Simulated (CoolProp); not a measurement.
Computed with CoolProp (reference Helmholtz-energy equation of state, Pan 2012).

Q: Give the vapour pressure (bar), liquid density (kg/m³), vapour Z of saturated R236FA at 60.75 °C.

A: 
| T (°C) | p (bar) | liquid density (kg/m³) | vapour Z |
|---|---|---|---|
| 60.75 | 7.78 | 1220 | 0.806 |
